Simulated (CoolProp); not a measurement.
Properties of m-xylene along the isobar 1.01 bar (Tc = 616.9 K, pc = 35.35 bar, ω = 0.326).

Computed with CoolProp (reference Helmholtz-energy equation of state, Zhou 2012).

```json
[
 {"T (K)": "329.7", "phase": "liquid", "Z": "?", "speed of sound (m/s)": "1194", "isothermal compressibility (1/MPa)": "0.001089"},
 {"T (K)": "338.7", "phase": "liquid", "Z": "0.004618", "speed of sound (m/s)": "1157", "isothermal compressibility (1/MPa)": "0.001167"},
 {"T (K)": "347.7", "phase": "liquid", "Z": "0.004543", "speed of sound (m/s)": "1121", "isothermal compressibility (1/MPa)": "?"},
 {"T (K)": "356.7", "phase": "liquid", "Z": "0.004474", "speed of sound (m/s)": "1085", "isothermal compressibility (1/MPa)": "?"},
 {"T (K)": "365.7", "phase": "liquid", "Z": "?", "speed of sound (m/s)": "1050", "isothermal compressibility (1/MPa)": "0.001448"},
 {"T (K)": "374.7", "phase": "liquid", "Z": "0.004348", "speed of sound (m/s)": "1015", "isothermal compressibility (1/MPa)": "0.001561"},
 {"T (K)": "383.7", "phase": "liquid", "Z": "?", "speed of sound (m/s)": "981.1", "isothermal compressibility (1/MPa)": "0.001685"},
 {"T (K)": "392.7", "phase": "liquid", "Z": "0.004240", "speed of sound (m/s)": "947.7", "isothermal compressibility (1/MPa)": "0.001822"},
 {"T (K)": "401.7", "phase": "liquid", "Z": "0.004193", "speed of sound (m/s)": "914.8", "isothermal compressibility (1/MPa)": "0.001975"},
 {"T (K)": "410.7", "phase": "liquid", "Z": "0.004149", "speed of sound (m/s)": "?", "isothermal compressibility (1/MPa)": "0.002145"},
 {"T (K)": "419.7", "phase": "gas", "Z": "0.9598", "speed of sound (m/s)": "179.1", "isothermal compressibility (1/MPa)": "10.33"}
]
```

Question: Fill in the missing entries.

Answer: 
- 329.7, Z: 0.004699
- 347.7, isothermal compressibility (1/MPa): 0.001253
- 356.7, isothermal compressibility (1/MPa): 0.001346
- 365.7, Z: 0.004409
- 383.7, Z: 0.004292
- 410.7, speed of sound (m/s): 882.3
